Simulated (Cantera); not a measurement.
Feed: 1 mol Cu, 0.0034 mol O2, 13 mol CO.

Equilibrium computed with Cantera from the NASA thermochemical tables; the gas is ideal and each condensed phase is pure. Candidate condensed phases: C, Cu, CuO, Cu2O; 15 gas species. Equilibrium is a limit: real reactors are often held back by kinetics, nucleation or transport.

Q: What condenses at these points (T in K, P in Pa): (900, 3000000); (1100, 82); (1900, 10); (1800, 45000); (700, 5500); (1100, 3000000)?

A: 
| T (K) | P in Pa | condensed phases | Cu condensed (%) |
|---|---|---|---|
| 900 | 3000000 | C + Cu | 100.0 |
| 1100 | 82 | Cu | 100.0 |
| 1900 | 10 | gas only | 0.0 |
| 1800 | 45000 | Cu | 98.4 |
| 700 | 5500 | C + Cu | 100.0 |
| 1100 | 3000000 | C + Cu | 100.0 |
